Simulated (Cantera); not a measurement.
Pyrogenic steam for wet oxidation

A perfectly stirred reactor is fed with 13.8 % H2, 14.1 % O2, 72.0 % N2, at 1.00 bar; it is held at 1150 K, and followed from long to short residence time.

Detailed kinetics in Cantera: the H2/O2 subset of GRI-Mech 3.0, which has no nitrogen chemistry. The temperature is held fixed by assumption; the heat of reaction is taken as removed at once.

```tsv
τ (s)	x H2	x O2	x O	x H2O2	x H	x HO2
9.2	5.04e-5	0.0774	7.47e-7	9.76e-8	8.59e-8	2.09e-6
2.1	0.000143	0.0774	2.43e-6	3.03e-7	3.75e-7	5.43e-6
0.49	0.000377	0.0775	7.82e-6	9.45e-7	1.59e-6	1.23e-5
0.11	0.000931	0.0778	2.48e-5	2.33e-6	6.99e-6	2.37e-5
0.026	0.00204	0.0782	7.07e-5	3.90e-6	2.90e-5	3.80e-5
0.0059	0.00433	0.0792	0.000193	5.11e-6	0.000124	5.39e-5
0.0014	0.00880	0.0811	0.000472	6.13e-6	0.000498	6.81e-5
0.00031	0.0184	0.0853	0.00111	7.21e-6	0.00199	7.94e-5
```
x: mole fraction; the columns are a selection and need not sum to one.
